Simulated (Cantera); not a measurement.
An adiabatic, constant-volume homogeneous reactor starts with CH4 : C2H6 : O2 : N2 = 1 : 0.052 : 1.82 : 6.84 (molar parts), equivalence ratio 1.2, at 1100 K and 23000 Pa. Integrator tolerance rtol = 1e-08.

Detailed kinetics in Cantera: GRI-Mech 3.0 (53 species, 325 reactions).

Task: What does this change do: initial temperature 1100 to 973 K?

Result: 
```
quantity                                                            before                                    after
---------------------------------  ---------------------------------------  ---------------------------------------
time of steepest temperature rise                                  0.148 s                                   1.03 s
temperature at 7.00 s                                               2714 K                                   2686 K
equilibrium temperature                                             2714 K                                   2686 K
x(CH4) at 7.00 s                     <1e-12 (gas-phase equilibrium <1e-12)    <1e-12 (gas-phase equilibrium <1e-12)
x(C2H6) at 7.00 s                    <1e-12 (gas-phase equilibrium <1e-12)    <1e-12 (gas-phase equilibrium <1e-12)
x(O2) at 7.00 s                    0.00825 (gas-phase equilibrium 0.00825)  0.00692 (gas-phase equilibrium 0.00692)
x(H2) at 7.00 s                      0.0344 (gas-phase equilibrium 0.0344)    0.0326 (gas-phase equilibrium 0.0326)
x(NO) at 7.00 s                    0.00589 (gas-phase equilibrium 0.00589)  0.00518 (gas-phase equilibrium 0.00518)
x(O) at 7.00 s                     0.00449 (gas-phase equilibrium 0.00449)  0.00345 (gas-phase equilibrium 0.00345)
```
Below about 1000 K GRI-Mech 3.0 lacks low-temperature oxidation paths.

Task: What does this change do: initial temperature 1100 to 1023 K?

Result: 
```json
[
 {"quantity": "time of steepest temperature rise", "before": "0.148 s", "after": "0.460 s"},
 {"quantity": "temperature at 7.00 s", "before": "2714 K", "after": "2697 K"},
 {"quantity": "equilibrium temperature", "before": "2714 K", "after": "2697 K"},
 {"quantity": "x(CH4) at 7.00 s", "before": "<1e-12 (gas-phase equilibrium <1e-12)", "after": "<1e-12 (gas-phase equilibrium <1e-12)"},
 {"quantity": "x(C2H6) at 7.00 s", "before": "<1e-12 (gas-phase equilibrium <1e-12)", "after": "<1e-12 (gas-phase equilibrium <1e-12)"},
 {"quantity": "x(O2) at 7.00 s", "before": "0.00825 (gas-phase equilibrium 0.00825)", "after": "0.00745 (gas-phase equilibrium 0.00745)"},
 {"quantity": "x(H2) at 7.00 s", "before": "0.0344 (gas-phase equilibrium 0.0344)", "after": "0.0333 (gas-phase equilibrium 0.0333)"},
 {"quantity": "x(NO) at 7.00 s", "before": "0.00589 (gas-phase equilibrium 0.00589)", "after": "0.00546 (gas-phase equilibrium 0.00546)"},
 {"quantity": "x(O) at 7.00 s", "before": "0.00449 (gas-phase equilibrium 0.00449)", "after": "0.00384 (gas-phase equilibrium 0.00384)"}
]
```
